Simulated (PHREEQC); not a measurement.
A solution holds 0.016 mol Cu(BF4)2, 0.0013 mol HCl and 0.0076 mol KCl per kg of water, at 60 °C. Closed to the air; pH follows from the charge balance.

Equilibrium calculation in PHREEQC: ion-association model, wateq4f.dat.

No solid was allowed to form.

Problem. Predict the pH.

Solution. pH 2.76.

Problem. In which forms is F present?

Solution. BF4- 84 %, HF 7.5 %, BF3OH- 4.8 %, F- 1.9 %, BF2(OH)2- 1.6 % of the F.

Away from 25 °C the constants follow the database's enthalpies or fits; those with neither stay at their 25 °C values. Real BF4- forms and hydrolyses slowly; the run takes it at equilibrium.
